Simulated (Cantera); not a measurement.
A closed system holds: 1 mol Ca(OH)2, 0.4 mol H2, 0.027 mol H2O, held at 850 K and 530 Pa.

Method: chemical equilibrium by Gibbs-energy minimisation in Cantera with the NASA 1993 tables (ideal gas, pure condensed phases). Candidate condensed phases: Ca, CaO, Ca(OH)2, H2O; 14 gas species. The numbers say what is thermodynamically allowed, not how fast it happens.

Q: What is the equilibrium state?

A: 
```
Property                                  Result
-------------------------------------  ---------
x(H2O)                                     0.720
x(H2)                                      0.280
n(CaO(s))                               1.00 mol
gas amount                             1.427 mol
log10 activity of Ca(OH)2(s) (absent)      -2.85
log10 activity of Ca(s) (absent)          -21.59
```
